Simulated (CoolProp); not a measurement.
Vapour-liquid equilibrium of hydrogen chloride (1) + n-butane (2) at 148 kPa; x and y are mole fractions of (1).

Model: multi-fluid Helmholtz-energy mixture model, Thol 2018 and Bücker 2006; pair parameters Bell 2016, in CoolProp.

```csv
x,"bubble temperature, mixture model (K)","bubble temperature, Raoult's law (K)","y, mixture model","y, Raoult's law"
0.05,246.5,259.9,0.777,0.610
0.15,215.5,236.8,0.963,0.883
0.25,205.0,224.8,0.984,0.947
0.35,200.8,217.0,0.989,0.972
0.45,199.2,211.4,0.990,0.983
0.55,198.7,207.1,0.991,0.990
0.65,198.5,203.6,0.991,0.994
0.75,198.1,200.7,0.992,0.997
0.85,197.3,198.2,0.993,0.998
0.95,196.0,196.1,0.997,1.000
```

The largest gap from Raoult's law is -21.3 K in bubble temperature, at x = 0.15. No azeotrope shows between x = 0.05 and 0.95.

Pair parameters are fitted to limited data, so mixtures are less certain than the pure fluids. With so large a gap from Raoult's law the liquid may split in two, which this calculation doesn't test in full.
